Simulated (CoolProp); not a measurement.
Properties of hydrogen sulfide along the isotherm 348.6 K.

Computed with CoolProp (reference Helmholtz-energy equation of state, Lemmon 2006). It is a short technical equation, of lower accuracy than the large ones.

```csv
p (kPa),phase,density (kg/m³),cp (kJ/(kg K)),cv (kJ/(kg K)),speed of sound (m/s),Joule-Thomson coefficient (K/MPa)
300,gas,3.577,1.043,0.7835,331.7,12.12
600,gas,7.259,1.067,0.7913,329.0,12.17
900,gas,11.05,1.093,0.7993,326.2,12.23
1200,gas,14.97,1.122,0.8076,323.4,12.29
1500,gas,19.03,1.153,0.8163,320.5,12.35
1800,gas,23.23,1.187,0.8254,317.5,12.41
2100,gas,27.60,1.225,0.8349,314.4,12.47
2400,gas,32.15,1.267,0.8448,311.1,12.54
2700,gas,36.90,1.315,0.8554,307.8,12.61
3000,gas,41.89,1.368,0.8666,304.4,12.68
3300,gas,47.14,1.430,0.8787,300.7,12.75
3600,gas,52.70,1.501,0.8916,297.0,12.82
3900,gas,58.62,1.585,0.9057,293.0,12.89
4200,gas,64.96,1.686,0.9212,288.8,12.96
4500,gas,71.82,1.810,0.9383,284.3,13.02
```
